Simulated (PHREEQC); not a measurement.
PHREEQC input (ion-association model, wateq4f.dat):

```
SOLUTION_MASTER_SPECIES
  Tma  Tma+  0  Tma  74.145  # tetramethylammonium, taken as a free cation
SOLUTION_SPECIES
  Tma+ = Tma+
    -log_k 0
    -gamma 4.0 0
  PO4-3 + 3H+ = H3PO4  # constants of phreeqc.dat
    -log_k 21.721
    -delta_h -10.1 kJ
SOLUTION 1
  temp 80
  units mmol/kgw
  pH 7 charge
  Tma 0.99
  B 14
SOLUTION 2
  temp 80
  units mmol/kgw
  pH 7 charge
  P 8.4
  Na 23.4
  C(4) 7.5
END
SELECTED_OUTPUT 1
  -reset false
  -pH true
  -pe true
  -ionic_strength true
  -water true
  -totals B C Na P Tma C(-4) C(4)
  -molalities H+ H3BO3 CO3-2 Na+ PO4-3 HPO4-2 H2PO4- H2BO3- NaHPO4- CO2
    HCO3- NaCO3- NaHCO3 O2 OH- Tma+ H3PO4
  -saturation_indices Nahcolite Natron
PRINT
  -reset false
MIX 1
  1 1
  2 0
EQUILIBRIUM_PHASES 1
  O2(g) -0.68 10
END
# ... the last block is repeated for the other 20 points of share of solution B
```

Selected output (columns that matter, 18 of 21 rows; share of solution B added in front):

```
share of solution B	pH	mu	B	C	Na	P	Tma	m_H+	m_H3BO3	m_Na+	m_HPO4-2	m_H2PO4-	si_Nahcolite	si_Natron
0	7.7293	0.00099002	0.014	0	0	0	0.00099	1.9371e-08	0.013024	0	0	0	-1000	-1000
0.05	7.7354	0.0024634	0.0133	0.000375	0.00117	0.00042	0.0009405	1.9462e-08	0.01234	0.0011688	0.00035224	6.7105e-05	-6.306	-12.266
0.1	7.7417	0.0039403	0.0126	0.00075	0.00234	0.00084	0.000891	1.9429e-08	0.011665	0.0023355	0.00070989	0.00012765	-5.7171	-11.376
0.2	7.7523	0.0068984	0.0112	0.0015	0.00468	0.00168	0.000792	1.9299e-08	0.01033	0.0046631	0.0014348	0.00023618	-5.1349	-10.493
0.25	7.7568	0.008378	0.0105	0.001875	0.00585	0.0021	0.0007425	1.9234e-08	0.009669	0.005824	0.0018004	0.00028592	-4.9491	-10.21
0.3	7.7608	0.0098575	0.0098	0.00225	0.00702	0.00252	0.000693	1.9176e-08	0.0090113	0.0069833	0.0021676	0.00033338	-4.7981	-9.9795
0.35	7.7643	0.011336	0.0091	0.002625	0.00819	0.00294	0.0006435	1.9124e-08	0.0083564	0.0081408	0.0025358	0.00037891	-4.6709	-9.7853
0.4	7.7675	0.012815	0.0084	0.003	0.00936	0.00336	0.000594	1.9081e-08	0.0077041	0.0092967	0.002905	0.00042281	-4.5612	-9.6176
0.45	7.7703	0.014292	0.0077	0.003375	0.01053	0.00378	0.0005445	1.9045e-08	0.007054	0.010451	0.0032749	0.0004653	-4.4647	-9.4702
0.55	7.7749	0.017245	0.0063	0.004125	0.01287	0.00462	0.0004455	1.8997e-08	0.0057598	0.012755	0.0040161	0.00054685	-4.301	-9.2203
0.6	7.7768	0.018719	0.0056	0.0045	0.01404	0.00504	0.000396	1.8984e-08	0.0051152	0.013905	0.0043872	0.00058621	-4.2304	-9.1125
0.65	7.7784	0.020193	0.0049	0.004875	0.01521	0.00546	0.0003465	1.8978e-08	0.004472	0.015053	0.0047584	0.00062479	-4.1656	-9.0137
0.7	7.7798	0.021665	0.0042	0.00525	0.01638	0.00588	0.000297	1.898e-08	0.0038302	0.0162	0.0051298	0.00066271	-4.1057	-8.9226
0.75	7.7809	0.023135	0.0035	0.005625	0.01755	0.0063	0.0002475	1.8989e-08	0.0031896	0.017346	0.0055012	0.00070006	-4.0501	-8.8381
0.8	7.7818	0.024605	0.0028	0.006	0.01872	0.00672	0.000198	1.9005e-08	0.00255	0.01849	0.0058725	0.00073695	-3.9982	-8.7594
0.9	7.7829	0.02754	0.0014	0.00675	0.02106	0.00756	9.9e-05	1.9058e-08	0.0012736	0.020775	0.0066146	0.00080962	-3.9037	-8.6167
0.95	7.7831	0.029005	0.0007	0.007125	0.02223	0.00798	4.95e-05	1.9096e-08	0.00063648	0.021916	0.0069853	0.00084556	-3.8605	-8.5516
1	7.7832	0.030469	0	0.0075	0.0234	0.0084	0	1.914e-08	0	0.023055	0.0073557	0.00088133	-3.8196	-8.4902
```

(CH3)4N+ isn't in the database: it is added as a free cation with an ion size of 4 Å. H3PO4, which wateq4f.dat lacks, is added to it with the constant of phreeqc.dat. At this temperature some constants are extrapolated from 25 °C, and those without enthalpy data are left unchanged.
